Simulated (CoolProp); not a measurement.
R404A along the isotherm -68.15 °C: density (kg/m³) from the reference equation and from simpler models built on Tc = 72.1 °C, pc = 3.735 MPa, ω = 0.293; each cubic takes its own stable root.

The numbers come from the reference Helmholtz-energy equation of state, Lemmon 2003 in CoolProp. It is a pseudo-pure fit of the blend.

```
p (MPa)   phase  reference  Redlich-Kwong  Soave-Redlich-Kwong  Peng-Robinson
-------  ------  ---------  -------------  -------------------  -------------
0.0477   liquid       1372            [?]                 1199           1353
0.0771   liquid       1372           1158                 1199           1353
0.125    liquid       1372           1158                 1199           1353
0.201    liquid       1373           1158                 1200           1353
0.325    liquid       1373            [?]                 1200           1353
0.525    liquid       1373           1160                 1200            [?]
0.848    liquid       1374            [?]                 1201           1355
1.37     liquid        [?]            [?]                 1203           1356
2.21     liquid        [?]           1166                 1205           1358
```

### Question
Complete the blanks.

### Answer

- 0.0477, Redlich-Kwong: 2.783
- 0.325, Redlich-Kwong: 1159
- 0.525, Peng-Robinson: 1354
- 0.848, Redlich-Kwong: 1161
- 1.37, reference: 1375
- 1.37, Redlich-Kwong: 1163
- 2.21, reference: 1377

At some of these states Redlich-Kwong gives the other phase, because its saturation line lies elsewhere.
